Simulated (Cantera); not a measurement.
Feed: 1 mol Si2Cl6, 0.026 mol HCl, a varied amount of H2, at 2.20 mbar.

These are equilibrium values from Cantera (NASA tables, ideal gas, pure condensed phases), not measurements of a reactor. Candidate condensed phases: Si; 19 gas species. The feed counts by its element totals alone. The tables' values for SiCl3 are old estimates. Rates play no part.

Stable condensed phases, one row left out:

```
T in °C \ n(H2) in mol
           4 5.1 6.3 7.9 9.9  12  16  19  24
   1425    A   A   A   A   B   B   B   B   B
   1375    A   A   A   A   B   B   B   B   B
   1325    A   A   A   A   B   B   B   B   B
   1275    A   A   A   B   B   B   B   B   B
   1225    A   A   A   B   B   B   B   B   B
   1175    A   A   A   B   B   B   B   B   B
   1075    A   A   B   B   B   B   B   B   B
   1025    B   B   B   B   B   B   B   B   B
    975    B   B   B   B   B   B   B   B   B
    925    B   B   B   B   B   B   B   B   B
    875    B   B   B   B   B   B   B   B   B
```

A: gas only; B: Si.

Give the row for 1125 °C.

4: gas only; 5.1: gas only; 6.3: gas only; 7.9: Si; 9.9: Si; 12: Si; 16: Si; 19: Si; 24: Si.
